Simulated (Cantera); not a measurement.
What does this Cantera script print?

```python
import numpy as np
import cantera as ct

gas_names = [...]  # 109 gases of nasa_gas.yaml made of C, Cl, H, Si
cond_names = """
    C(gr) C6H6(L) C7H8(L) C8H18(L),n-octa Si(cr) Si(L) SiC(b)
""".split()


# ... load() reads the species with a 1 bar reference pressure and builds the phases ...
atoms = {
    'SiH2Cl2': {'Si': 1, 'H': 2, 'CL': 2},
    'C3H8': {'C': 3, 'H': 8},
    'H2': {'H': 2},
}
top_T = {'C(gr)': 4500, 'SiC(b)': 3050}  # K; cautious upper limits of use, not melting points


# ... equilibrate(T, P, feed) seeds the gas with the atoms and calls Mixture.equilibrate('TP', solver="vcs", rtol=1e-11, max_steps=5000) ...
results = []
feed = {'SiH2Cl2': 1, 'C3H8': 0.016, 'H2': 1800}  # mol
T = 2325  # K
P = 133.322  # Pa
mix = equilibrate(T, P, feed)
results.append((T, P, feed, dict(zip(mix.species_names, mix.species_moles))))
x = sorted(zip(gas.X, gas.species_names), reverse=True)
print(f"T = {T:g} K  P = {P:g} Pa  gas = {mix.phase_moles(0):.4g} mol")
print("   x: " + "  ".join(f"{s} {v:.3e}" for v, s in x if v > 1e-05))
print("   condensed (mol): " + ("  ".join(f"{mix.phase(i).name} {mix.phase_moles(i):.4g}"
      for i in range(1, mix.n_phases) if mix.phase_moles(i) > 1e-12) or "none"))
```

Output:

```
T = 2325 K  P = 133.322 Pa  gas = 2072 mol
   x: H2 7.395e-01  H 2.591e-01  HCL 7.712e-04  Si 4.769e-04  CL 1.941e-04  C2H2,acetylene 1.084e-05
   condensed (mol): none
```

Equilibrium computed with Cantera from the NASA thermochemical tables; the gas is ideal and each condensed phase is pure.
